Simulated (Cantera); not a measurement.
## CO + CO2 + N2 + NH3 (carbon deposition, reforming and gasification)

Charge: 1 mol CO, 0.072 mol CO2, 1.3 mol N2, 0.66 mol NH3, held at 10.0 mbar.

Cantera equilibrium calculation (NASA polynomials, part measured and part estimated; ideal gas, pure solids and liquids). Candidate condensed phases: C, C6H6, C7H8, C8H18, H2O; 136 gas species. Rates play no part.

```
T (K)   x N2   x CO   x H2      x H    x H2O    x CO2       x O
-----  -----  -----  -----  -------  -------  -------  --------
1925   0.440  0.286  0.250  0.00478   0.0154  0.00408   3.62e-7
2025   0.439  0.285  0.247  0.00956   0.0155  0.00384   1.77e-6
2125   0.438  0.284  0.241   0.0178   0.0155  0.00364   7.47e-6
2225   0.435  0.282  0.233   0.0312   0.0154  0.00348   2.78e-5
2325   0.430  0.279  0.220   0.0516   0.0149  0.00334   9.30e-5
2425   0.423  0.275  0.202   0.0805   0.0141  0.00320  0.000281
2525   0.414  0.270  0.179    0.119   0.0125  0.00301  0.000769
2625   0.403  0.263  0.151    0.165   0.0102  0.00271   0.00186
2725   0.391  0.255  0.120    0.217  0.00715  0.00223   0.00385
```
x: gas mole fraction; nothing condenses.

From 1925 K to 2725 K nothing is condensed. The main C-bearing gas is CO throughout.
